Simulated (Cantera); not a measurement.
An adiabatic, constant-volume homogeneous reactor starts with 6.08 % CH4, 1.22 % C2H6, 14.9 % O2, 77.8 % N2, equivalence ratio 1.1, at 1475 K and 2.60 bar.

Detailed kinetics in Cantera: GRI-Mech 3.0 (53 species, 325 reactions).

**Question.** Predict: time of steepest temperature rise; temperature at 0.500 s; equilibrium temperature; x(O2) at 0.500 s; x(HCN) at 0.500 s; x(OH) at 0.500 s; x(H2O) at 0.500 s.

**Answer.** 
```json
{
  "time_of_steepest_temperature_rise": "0.127 ms",
  "temperature at 0.500 s": "2867 K",
  "equilibrium_temperature": "2867 K",
  "x(O2) at 0.500 s": "0.00770 (gas-phase equilibrium 0.00770)",
  "x(HCN) at 0.500 s": "7.05e-9 (gas-phase equilibrium 7.05e-9)",
  "x(OH) at 0.500 s": "0.0127 (gas-phase equilibrium 0.0127)",
  "x(H2O) at 0.500 s": "0.124 (gas-phase equilibrium 0.124)"
}
```
